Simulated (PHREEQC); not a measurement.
NaOH is added in steps, without added water, to 1 kg of water holding 10 mmol/kgw H2SO4 and 61 mmol/kgw MnCl2, at 66 °C. The system is closed to oxygen. No CO2 enters from the air. Precipitation was switched off in this run.

Base run: PHREEQC, ion-association model, phreeqc.dat. Each further column changes one thing. The table gives MnOH+ (mol/kgw).

```tsv
NaOH added (mol)	base	Debye-Hückel limiting law	metal-ligand complexes left out	database wateq4f.dat	all activity coefficients set to 1
0	7.95e-10	5.18e-10	1.07e-9	7.97e-10	1.03e-9
0.012	2.05e-9	1.32e-9	3.02e-9	2.06e-9	2.58e-9
0.024	0.00392	0.00381	0.00393	0.00392	0.00397
0.03	0.00978	0.00949	0.00981	0.00979	0.00990
0.042	0.0214	0.0206	0.0215	0.0214	0.0217
0.054	0.0326	0.0313	0.0329	0.0327	0.0333
0.066	0.0431	0.0409	0.0437	0.0432	0.0442
0.072	0.0477	0.0450	0.0485	0.0478	0.0490
0.084	0.0542	0.0511	0.0553	0.0543	0.0554
0.096	0.0571	0.0545	0.0580	0.0573	0.0580
```

In at least one series the solution becomes supersaturated in solids that the run did not let form, among them Pyrochroite. At this temperature some constants are extrapolated from 25 °C, and those without enthalpy data are left unchanged. phreeqc.dat and wateq4f.dat share most of their constants, so their agreement is no independent check.
